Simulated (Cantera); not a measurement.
What does this Cantera script print?

```python
import numpy as np
import cantera as ct

gas_names = """
    CL CLO CL2 H HCL HNO HNO2 HNO3 HOCL HO2 H2 H2O H2O2 N NH NH2 NH3 NH2OH NO NO2 NO3 N2 N2H2 N2H4 N2O O
    OH O2 O3 Si SiCL SiCL2 SiCL3 SiCL4 SiH SiHCL3 SiH2 SiH2CL2 SiH3 SiH3CL SiH4 SiN SiO SiO2 Si2 Si2N
    Si3
""".split()
cond_names = """
    H2O(s) H2O(L) NH4CL(a) NH4CL(b) Si(cr) Si(L) SiO2(Lqz) SiO2(hqz) SiO2(L) Si2N2O(s) Si3N4(a)
""".split()


def load(file, names, dense=False):
    # The tables refer to 1 bar. Condensed volumes are neglected.
    table = {s.name: s for s in ct.Species.list_from_file(file)}
    out = []
    for n in names:
        d = dict(table[n].input_data)
        d["thermo"] = dict(d["thermo"], **{"reference-pressure": 1e5})
        if dense:
            d["equation-of-state"] = {"model": "constant-volume", "density": "1e6 g/cm^3"}
        out.append(ct.Species.from_dict(d))
    return out


gas = ct.Solution(thermo="ideal-gas", species=load("nasa_gas.yaml", gas_names))
cond = {s.name: ct.Solution(thermo="fixed-stoichiometry", species=[s], name=s.name)
        for s in load("nasa_condensed.yaml", cond_names, dense=True)}
atoms = {
    'SiH2Cl2': {'Si': 1, 'H': 2, 'CL': 2},
    'N2O': {'N': 2, 'O': 1},
    'N2': {'N': 2},
}
top_T = {'Si2N2O(s)': 2100, 'Si3N4(a)': 2400}  # K; cautious upper limits of use, not melting points


def equilibrate(T, P, feed):
    n = {}
    for name, mol in feed.items():
        for a, k in atoms[name].items():
            n[a] = n.get(a, 0.0) + k * mol
    gas.TPX = T, P, n
    mass = sum(n.values()) * gas.mean_molecular_weight
    gas.equilibrate("TP")
    valid = [c for c in cond.values() if c.min_temp <= T <= top_T.get(c.name, c.max_temp)]
    mix = ct.Mixture([(gas, mass / gas.mean_molecular_weight)] + [(c, 0.0) for c in valid])
    mix.T, mix.P = T, P
    mix.equilibrate("TP", solver="vcs", rtol=1e-11, max_steps=5000)
    return mix


results = []
feed = {'SiH2Cl2': 1, 'N2O': 0.2, 'N2': 44}  # mol
P = 1400  # Pa
for T in [725, 800, 875, 950, 1025, 1100, 1175, 1250, 1325, 1400, 1475, 1550, 1625, 1700]:
    mix = equilibrate(T, P, feed)
    results.append((T, P, feed, dict(zip(mix.species_names, mix.species_moles))))

top = {s: max(r[3][s] / sum(r[3][g] for g in gas_names) for r in results) for s in gas_names}
cols = sorted((s for s in top if top[s] > 0.0001), key=lambda s: -top[s])[:8]
seen = [c for c in cond_names if any(r[3].get(c, 0) > 1e-12 for r in results)]
print("log10 of partial pressures in bar; condensed amounts in mol")
print(f"{'T/K':>10s}" + "".join(f"{s[:9]:>10s}" for s in cols + seen))
for T, P, feed, n in results:
    ng = sum(n[g] for g in gas_names)
    print(f"{T:10.4g}" + "".join(f"{np.log10(max(n[s] / ng * P / 1e5, 1e-99)):10.3f}" for s in cols)
          + "".join(f"{n.get(c, 0):10.4g}" for c in seen))
```

Output:

```
log10 of partial pressures in bar; condensed amounts in mol
       T/K        N2       HCL        H2     SiCL2     SiCL4       SiO     SiCL3         H Si2N2O(s)  Si3N4(a)
       725    -1.872    -3.402    -3.962   -13.826    -4.263   -28.714   -10.238   -15.011       0.2    0.1408
       800    -1.872    -3.377    -4.011   -11.929    -4.312   -24.718    -9.143   -13.543       0.2    0.1471
       875    -1.872    -3.359    -4.052   -10.362    -4.353   -21.416    -8.239   -12.326       0.2    0.1519
       950    -1.872    -3.346    -4.088    -9.047    -4.389   -18.642    -7.480   -11.298       0.2    0.1557
      1025    -1.872    -3.335    -4.118    -7.927    -4.421   -16.280    -6.834   -10.420       0.2    0.1586
      1100    -1.872    -3.327    -4.144    -6.965    -4.451   -14.245    -6.280    -9.659       0.2    0.1608
      1175    -1.872    -3.321    -4.164    -6.132    -4.486   -12.474    -5.804    -8.993       0.2    0.1619
      1250    -1.872    -3.319    -4.173    -5.415    -4.543   -10.919    -5.406    -8.402       0.2    0.1603
      1325    -1.873    -3.324    -4.157    -4.820    -4.670    -9.544    -5.112    -7.865       0.2    0.1518
      1400    -1.873    -3.346    -4.093    -4.374    -4.951    -8.319    -4.976    -7.360       0.2    0.1302
      1475    -1.873    -3.394    -3.983    -4.086    -5.425    -7.221    -5.022    -6.879    0.1998   0.09616
      1550    -1.873    -3.470    -3.868    -3.908    -6.013    -6.232    -5.183    -6.436    0.1981   0.05738
      1625    -1.873    -3.566    -3.774    -3.792    -6.634    -5.336    -5.396    -6.039    0.1849   0.02338
      1700    -1.874    -3.676    -3.706    -3.714    -7.255    -4.522    -5.631    -5.685    0.1008   0.01746
```

Cantera equilibrium calculation (NASA polynomials, part measured and part estimated; ideal gas, pure solids and liquids). Mutual solubility and eutectic melting of coexisting phases are not modelled. The tables' values for SiCl3, SiCl are old estimates; treat these amounts as uncertain.
